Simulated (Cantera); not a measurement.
Source: NASA polynomial tables (part measured, part estimated), evaluated in Cantera. Values are per mole of reaction as written; species without (g) are pure solids or liquids, kept so even where they would boil at 1 bar.

N₂O(g) + V₂O₄ ⇌ V₂O₃ + 2 NO(g), with ΔH° = 309.4 kJ and ΔS° = 196.2 J/K at 300 K.

Task: How far is the shortcut ΔG° ≈ ΔH°(300 K) − T·ΔS°(300 K) from the full temperature-dependent value at 2075, 2125, 2175, 2225, 2275, 2325, 2375, 2425, 2475 K?

Result: 
```
T (K)  shortcut (kJ)  full (kJ)  difference (kJ)  difference in log10 K  condensed phases
-----  -------------  ---------  ---------------  ---------------------  ----------------
2075           -97.8      -25.7            -72.0                   1.81  V₂O₄(l), V₂O₃(s)
2125          -107.6      -30.4            -77.1                   1.90  V₂O₄(l), V₂O₃(s)
2175          -117.4      -35.1            -82.3                   1.98  V₂O₄(l), V₂O₃(s)
2225          -127.2      -39.8            -87.4                   2.05  V₂O₄(l), V₂O₃(s)
2275          -137.0      -44.4            -92.6                   2.13  V₂O₄(l), V₂O₃(s)
2325          -146.8      -49.0            -97.9                   2.20  V₂O₄(l), V₂O₃(s)
2375          -156.6      -55.3           -101.4                   2.23  V₂O₄(l), V₂O₃(l)
2425          -166.4      -62.3           -104.1                   2.24  V₂O₄(l), V₂O₃(l)
2475          -176.2      -69.3           -107.0                   2.26  V₂O₄(l), V₂O₃(l)
```
The shortcut ignores heat capacities and the phase changes listed.
